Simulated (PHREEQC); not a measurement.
A solution holds 18 mmol/kgw H2SeO4, 110 mmol/kgw H3PO4 and 3.4 mmol/kgw NaCl, at 59 °C. Closed to the air; pH follows from the charge balance.

Model: ion-association model, wateq4f.dat, run in PHREEQC.

Each row changes one thing in this solution. No solid was allowed to form.

```tsv
case	pH	ionic strength (mol/kgw)	H3PO4 (mol/kgw)	H2PO4- (mol/kgw)	HPO4-2 (mol/kgw)
as made	1.47	0.0498	0.0939	0.0161	6.45e-8
H2SeO4 from 0.018 to 0.0198 mol/kgw	1.45	0.0520	0.0944	0.0156	6.06e-8
NaCl replaced by KCl at the same molality	1.47	0.0498	0.0939	0.0161	6.45e-8
H3PO4 from 0.11 to 0.22 mol/kgw	1.37	0.0593	?	0.0270	?
NaCl from 0.0034 to 0.00068 mol/kgw	1.47	0.0469	0.0940	0.0160	6.34e-8
H2SeO4 left out	1.69	0.0269	0.0865	0.0235	1.38e-7
```

**Question.** Complete the blanks.

**Answer.** 
- H3PO4 from 0.11 to 0.22 mol/kgw, H3PO4 (mol/kgw): 0.193
- H3PO4 from 0.11 to 0.22 mol/kgw, HPO4-2 (mol/kgw): 9.06e-8

H3PO4, which wateq4f.dat lacks, is added to it with the constant of phreeqc.dat. Constants without temperature data keep their 25 °C values here.
